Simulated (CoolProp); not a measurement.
R22 at 250.19 K and 0.0159 MPa is compressed adiabatically to 0.117 MPa with isentropic efficiency 0.6. Each further row changes one setting.

Model: reference Helmholtz-energy equation of state, Kamei 1995, in CoolProp.

```json
[
 {"case": "as stated", "work (kJ/kg)": "(withheld)", "final temperature (K)": "(withheld)", "final density (kg/m³)": "3.15"},
 {"case": "efficiency 1", "work (kJ/kg)": "(withheld)", "final temperature (K)": "(withheld)", "final density (kg/m³)": "3.64"},
 {"case": "efficiency 0.65", "work (kJ/kg)": "(withheld)", "final temperature (K)": "(withheld)", "final density (kg/m³)": "(withheld)"}
]
```

Complete the blanks.


- as stated, work (kJ/kg): 93.1
- as stated, final temperature (K): 389.2
- efficiency 1, work (kJ/kg): 55.9
- efficiency 1, final temperature (K): 338.2
- efficiency 0.65, work (kJ/kg): 85.9
- efficiency 0.65, final temperature (K): 379.6
- efficiency 0.65, final density (kg/m³): 3.23
